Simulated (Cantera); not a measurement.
Input (Python, Cantera) and output of one run.

```python
import numpy as np
import cantera as ct

gas_names = [...]  # 123 gases of nasa_gas.yaml made of C, H, O, Si
cond_names = """
    C(gr) C6H6(L) C7H8(L) C8H18(L),n-octa H2O(s) H2O(L) Si(cr) Si(L) SiC(b) SiO2(Lqz) SiO2(hqz) SiO2(L)
""".split()


# ... load() reads the species with a 1 bar reference pressure and builds the phases ...
atoms = {
    'HMDSO': {'Si': 2, 'C': 6, 'H': 18, 'O': 1},
    'O3': {'O': 3},
}
top_T = {'C(gr)': 4500, 'SiC(b)': 3050}  # K; cautious upper limits of use, not melting points


# ... equilibrate(T, P, feed) seeds the gas with the atoms and calls Mixture.equilibrate('TP', solver="vcs", rtol=1e-11, max_steps=5000) ...
results = []
feed = {'HMDSO': 1, 'O3': 0.13}  # mol
T = 2000  # K
P = 850  # Pa
mix = equilibrate(T, P, feed)
results.append((T, P, feed, dict(zip(mix.species_names, mix.species_moles))))
print(gas.report(threshold=0.001))
for i in range(1, mix.n_phases):
    print(f"{mix.phase(i).name:16s} {mix.phase_moles(i):12.5e} mol")
```

Result:

```
       temperature   2000 K
          pressure   850 Pa
           density   0.00028074 kg/m^3
  mean mol. weight   5.4922 kg/kmol
   phase of matter   gas

                          1 kg             1 kmol
                     ---------------   ---------------
          enthalpy        7.7241e+06        4.2423e+07  J
   internal energy        4.6964e+06        2.5794e+07  J
           entropy             43886        2.4103e+05  J/K
    Gibbs function       -8.0049e+07       -4.3965e+08  J
 heat capacity c_p            6242.3             34284  J/K
 heat capacity c_v            4728.4             25970  J/K

                      mass frac. Y      mole frac. X     chem. pot. / RT
                     ---------------   ---------------   ---------------
                CO           0.67028           0.13143           -41.147
                 H         0.0029848          0.016263           -12.205
                H2           0.31204            0.8501           -24.411
               SiO         0.0098242          0.001224           -47.171
     [ +119 minor]         0.0048671        0.00097887

C(gr)             2.62504e+00 mol
Si(L)             0.00000e+00 mol
SiC(b)            1.98372e+00 mol
SiO2(L)           0.00000e+00 mol
```

Cantera equilibrium calculation (NASA polynomials, part measured and part estimated; ideal gas, pure solids and liquids). The feed counts by its element totals alone.
